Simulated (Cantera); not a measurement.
## Equilibrium for halide evaporation, hydrolysis and transport: FeCl2 + H2 + N2

A closed system holds: 1 mol FeCl2, 12 mol H2, 380 mol N2, equilibrated at 100 Torr.

These are equilibrium values from Cantera (NASA tables, ideal gas, pure condensed phases), not measurements of a reactor. Candidate condensed phases: Fe, FeCl2, FeCl3, NH4Cl; 18 gas species. Rates play no part.

| T (°C) | log p N2 | log p H2 | log p HCl | log p Fe | log p H | log p FeCl2 | n Fe(γ) | n Fe(δ) | n Fe(l) |
|---|---|---|---|---|---|---|---|---|---|
| 1100 | -0.89 | -2.42 | -3.24 | -8.11 | -6.69 | -4.29 | 0.849 | 0 | 0 |
| 1150 | -0.89 | -2.42 | -3.25 | -7.57 | -6.39 | -4.26 | 0.837 | 0 | 0 |
| 1200 | -0.89 | -2.42 | -3.25 | -7.08 | -6.11 | -4.23 | 0.825 | 0 | 0 |
| 1250 | -0.89 | -2.42 | -3.26 | -6.61 | -5.85 | -4.20 | 0.814 | 0 | 0 |
| 1300 | -0.89 | -2.42 | -3.26 | -6.18 | -5.60 | -4.18 | 0.802 | 0 | 0 |
| 1350 | -0.89 | -2.42 | -3.27 | -5.78 | -5.37 | -4.16 | 0.789 | 0 | 0 |
| 1400 | -0.89 | -2.42 | -3.27 | -5.40 | -5.15 | -4.14 | 0 | 0.772 | 0 |
| 1450 | -0.89 | -2.42 | -3.28 | -5.04 | -4.95 | -4.12 | 0 | 0.749 | 0 |
| 1500 | -0.89 | -2.42 | -3.29 | -4.70 | -4.76 | -4.10 | 0 | 0.709 | 0 |
| 1550 | -0.89 | -2.42 | -3.29 | -4.39 | -4.57 | -4.09 | 0 | 0 | 0.640 |
| 1600 | -0.89 | -2.42 | -3.29 | -4.10 | -4.40 | -4.09 | 0 | 0 | 0.524 |
| 1650 | -0.89 | -2.42 | -3.30 | -3.83 | -4.24 | -4.08 | 0 | 0 | 0.317 |
| 1700 | -0.89 | -2.42 | -3.30 | -3.59 | -4.08 | -4.09 | 0 | 0 | 0 |
| 1750 | -0.89 | -2.43 | -3.26 | -3.56 | -3.94 | -4.22 | 0 | 0 | 0 |
log p: log10 of the partial pressure in bar; n: condensed amount in mol.

From 1100 °C to 1350 °C the condensed part is Fe(γ). From 1400 °C to 1500 °C the condensed part is Fe(δ). From 1550 °C to 1650 °C the condensed part is Fe(l). From 1700 °C to 1750 °C nothing is condensed. The main Fe-bearing gas is FeCl2 at 1100 °C and Fe at 1750 °C.
